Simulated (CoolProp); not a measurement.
Ethanol at several states: fugacity coefficient from the reference equation and from simpler models built on Tc = 241.6 °C, pc = 62.68 bar, ω = 0.644; each cubic takes its own stable root.

The numbers come from the reference Helmholtz-energy equation of state, Schroeder 2014 in CoolProp.

| T (°C) | p (bar) | phase | reference |
|---|---|---|---|
| 191.95 | 3.33 | gas | 0.9742 |
| 102.75 | 0.998 | gas | 0.9778 |
| 139.95 | 37.3 | liquid | 0.1923 |
| 145.15 | 167 | liquid | 0.06281 |
| -95.55 | 361 | liquid | 3.047e-9 |

Q: How far does each simpler model (van der Waals, Soave-Redlich-Kwong, Peng-Robinson) lie from the reference over these 5 states: mean and median of the absolute difference, and the worst?

A: 
- van der Waals: mean 15792646.0 %, median 187.3 %, worst +78962814.3 % at -95.55 °C and 361 bar
- Soave-Redlich-Kwong: mean 17.3 %, median 3.4 %, worst -73.3 % at -95.55 °C and 361 bar
- Peng-Robinson: mean 12.5 %, median 1.9 %, worst -56.2 % at -95.55 °C and 361 bar
